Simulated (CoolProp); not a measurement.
Properties of R123 along the isotherm 226.85 °C.

Computed with CoolProp (reference Helmholtz-energy equation of state, Younglove 1994). It is a modified Benedict-Webb-Rubin equation, recast in Helmholtz form.

| p (bar) | phase | density (kg/m³) | cp (kJ/(kg K)) | expansivity (1/kK) | conductivity (mW/(m K)) |
|---|---|---|---|---|---|
| 0.579 | gas | 2.138 | 0.8684 | 2.029 | 20.7 |
| 1.1 | gas | 4.077 | 0.8699 | 2.056 | 20.8 |
| 2.08 | gas | 7.762 | 0.8729 | 2.108 | 20.9 |
| 3.94 | gas | 14.90 | 0.8788 | 2.211 | 21.0 |
| 7.48 | gas | 29.04 | 0.8911 | … | 21.3 |
| 14.2 | gas | … | 0.9196 | 2.925 | 22.0 |
| 26.9 | gas | 124.9 | 1.004 | 4.405 | 23.7 |
| 50.9 | supercritical | 346.5 | 1.578 | 14.03 | … |
| 96.6 | supercritical | … | 1.409 | 6.578 | … |
| 183 | supercritical | 1012 | 1.185 | 2.888 | 48.8 |

Question: Fill in the missing entries.

Answer: 
- 7.48, expansivity (1/kK): 2.427
- 14.2, density (kg/m³): 58.22
- 50.9, conductivity (mW/(m K)): 30.7
- 96.6, density (kg/m³): 827.9
- 96.6, conductivity (mW/(m K)): 41.5

The peak of cp marks the crossing from liquid-like to gas-like fluid above the critical point.

Thermal conductivity comes from a separate model (Laesecke 1996).
